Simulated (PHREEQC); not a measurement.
A solution holds 150 mmol/kgw NaOH, 0.11 mmol/kgw NaAlO2 and 29 mmol/kgw Na2CO3, at 25 °C. Closed to the air; pH follows from the charge balance.

The numbers come from PHREEQC with the ion-association model, wateq4f.dat.

Precipitation was switched off in this run.

Q: Estimate the pH, ionic strength.

A: pH 13.03; ionic strength 0.207 mol/kgw.

Q: In which forms is Na present?

A: Na+ 93 %, NaCO3- 7.3 % of the Na.
